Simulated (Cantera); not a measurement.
Input: 1 mol CaO, a varied amount of HCl, 0.54 mol Cl2, equilibrated at 825 °C and 2.10 Pa.

Equilibrium computed with Cantera from the NASA thermochemical tables; the gas is ideal and each condensed phase is pure. Candidate condensed phases: Ca, CaCl2, CaO, Ca(OH)2, H2O; 21 gas species. Mutual solubility and eutectic melting of coexisting phases are not modelled. Condensed phases not in the tables: oxide chlorides. The numbers say what is thermodynamically allowed, not how fast it happens.

x: gas mole fraction; n: condensed amount in mol.

| n(HCl) (mol) | x HCl | x H2O | x O2 | x CaCl2 | x Cl | n CaCl2(l) | n CaO(s) |
|---|---|---|---|---|---|---|---|
| 1.3 | 0.587 | 0.183 | 0.196 | 0.0251 | 0.00845 | 0.749 | 0.217 |
| 1.7 | 0.611 | 0.198 | 0.158 | 0.0251 | 0.00801 | 0.824 | 0.133 |
| 2.3 | 0.632 | 0.212 | 0.122 | 0.0251 | 0.00751 | 0.938 | 0.00723 |
| 3 | 0.710 | 0.164 | 0.0909 | 0.0251 | 0.00890 | 0.928 | 0 |
| 4.1 | 0.779 | 0.121 | 0.0640 | 0.0251 | 0.0104 | 0.899 | 0 |
| 5.5 | 0.825 | (withheld) | (withheld) | 0.0251 | (withheld) | 0.863 | 0 |
| 7.4 | 0.858 | 0.0700 | 0.0325 | 0.0251 | 0.0128 | 0.814 | 0 |
| 10 | 0.883 | (withheld) | (withheld) | 0.0251 | 0.0136 | (withheld) | 0 |
| 13 | 0.899 | 0.0439 | 0.0160 | 0.0251 | 0.0141 | 0.669 | 0 |

Question: Complete the blanks.

Answer: 
- 5.5, x H2O: 0.0914
- 5.5, x O2: 0.0459
- 5.5, x Cl: 0.0117
- 10, x H2O: 0.0542
- 10, x O2: 0.0225
- 10, n CaCl2(l): 0.747
